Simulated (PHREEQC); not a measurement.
Consider water at 25 °C with 0.05 mol/kgw HCl, 4.6e-05 mol/kgw LiCl and 0.014 mol/kgw MnSO4. Closed to the air; pH follows from the charge balance.

Equilibrium calculation in PHREEQC: ion-association model, phreeqc.dat.

| quantity | before | after |
|---|---|---|
| pH | 1.45 | 6.20 |
| ionic strength (mol/kgw) | 0.0822 | 0.166 |
| Mn+2 (mol/kgw) | 0.0115 | 0.0506 |
| HSO4- (mol/kgw) | 0.00786 | 1.84e-7 |
| SO4-2 (mol/kgw) | 0.00459 | 0.00722 |
| MnSO4 (mol/kgw) | 0.00155 | 0.00678 |

**Question.** What was changed between the two runs?
(A) 0.027 mol/kgw NH3 added
(B) HCl replaced by MnCl2 at the same molality
(C) diluted 5-fold with water
(D) LiCl left out
(E) 0.013 mol/kgw NaCl added

**Answer.** B, HCl replaced by MnCl2 at the same molality

This is a speciation only: nothing precipitates in the calculation.
